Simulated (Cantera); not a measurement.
A closed system holds: 1 mol Fe3O4, 0.59 mol CH4, 8.5 mol N2, 1.5 mol CO, held at 1002 °C and 1000 Pa.

Equilibrium computed with Cantera from the NASA thermochemical tables; the gas is ideal and each condensed phase is pure. Candidate condensed phases: C, C6H6, C7H8, C8H18, Fe, Fe(CO)5, FeO, Fe(OH)2, Fe(OH)3, Fe2O3, Fe3O4, H2O; 140 gas species. Mutual solubility and eutectic melting of coexisting phases are not modelled. The tables' stoichiometric FeO is somewhat more stable than real wüstite, so its field is too wide. FeO: taken at fixed stoichiometry. Kinetics and transport are ignored.

Base state: N2 0.722, CO 0.149, H2 0.0762, CO2 0.0283, H2O 0.0240 (mole fractions); condensed: Fe(γ) + FeO(s).

Problem. What changes in the equilibrium state with this change: temperature from 1002 °C to 1427 °C?

Solution. 
| species | before | after |
|---|---|---|
| N2 | 0.722 | 0.722 |
| CO | 0.149 | 0.156 |
| H2 | 0.0762 | 0.0681 |
| H2O | 0.0240 | 0.0319 |
| CO2 | 0.0283 | 0.0214 |
| Fe | 5.28e-8 | 0.000629 |
| H | 2.04e-6 | 0.000384 |
| Fe(γ), mol | 0.206 | 0 |
| FeO(s), mol | 2.79 | 0 |
| Fe(δ), mol | 0 | 0.211 |
| FeO(l), mol | 0 | 2.78 |
